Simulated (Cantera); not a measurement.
Charge: 1 mol Fe3O4, 0.55 mol CH4, 2 mol CO, equilibrated at 1498 K and 4800 Pa.

Method: chemical equilibrium by Gibbs-energy minimisation in Cantera with the NASA 1993 tables (ideal gas, pure condensed phases). Candidate condensed phases: C, C6H6, C7H8, C8H18, Fe, Fe(CO)5, FeO, Fe(OH)2, Fe(OH)3, Fe2O3, Fe3O4, H2O; 114 gas species. Mutual solubility and eutectic melting of coexisting phases are not modelled. The tables' stoichiometric FeO is somewhat more stable than real wüstite, so its field is too wide. FeO: taken at fixed stoichiometry. Kinetics and transport are ignored.

Base state: CO 0.601, H2 0.213, CO2 0.0974, H2O 0.0888, H 3.62e-5 (mole fractions); condensed: Fe(γ) + FeO(s).

**Question.** What changes in the equilibrium state with this change: Fe3O4 replaced by Fe2O3?

**Answer.** 
```
species       before    after
-----------  -------  -------
CO             0.601    0.601
H2             0.213    0.213
CO2           0.0974   0.0974
H2O           0.0888   0.0888
H            3.62e-5  3.62e-5
Fe(γ), mol     0.230    0.230
FeO(s), mol     2.77     1.77
```
